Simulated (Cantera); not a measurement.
An isothermal, constant-pressure homogeneous reactor starts with NO : N₂ = 0.49 : 1 (molar parts), at 1950 K and 1.00 bar.

Detailed kinetics in Cantera: GRI-Mech 3.0 (53 species, 325 reactions).

x: mole fraction; the columns are a selection and need not sum to one.

```
t (s)       x NO       x O    x N₂O     x NO₂   x N₂      x O₂
--------  ------  --------  -------  --------  -----  --------
0.000200   0.329   6.92e-6  1.47e-5   1.27e-5  0.671   4.60e-7
0.000523   0.329   1.61e-5  3.00e-5   3.87e-5  0.671   4.58e-6
0.00137    0.329   3.07e-5  4.56e-5   8.23e-5  0.671   4.86e-5
0.00358    0.328   3.54e-5  4.99e-5   9.66e-5  0.671  0.000255
0.00936    0.327   3.71e-5  4.96e-5  0.000101  0.672  0.000825
0.0245     0.324       ___  4.86e-5       ___  0.674       ___
0.0641     0.316   4.97e-5  4.61e-5  0.000134  0.677   0.00619
0.168      0.296   6.67e-5  4.02e-5  0.000172  0.687    0.0160
0.438      0.251   9.50e-5  2.83e-5  0.000210  0.710    0.0388
1.15         ___       ___      ___  0.000196  0.752       ___
3.00      0.0686  0.000165  2.32e-6  0.000102  0.801     0.130
```

Problem. Some entries are withheld; supply them.

Solution. 
- 0.0245, x O: 4.10e-5
- 0.0245, x NO₂: 0.000112
- 0.0245, x O₂: 0.00232
- 1.15, x NO: 0.166
- 1.15, x O: 0.000132
- 1.15, x N₂O: 1.23e-5
- 1.15, x O₂: 0.0811
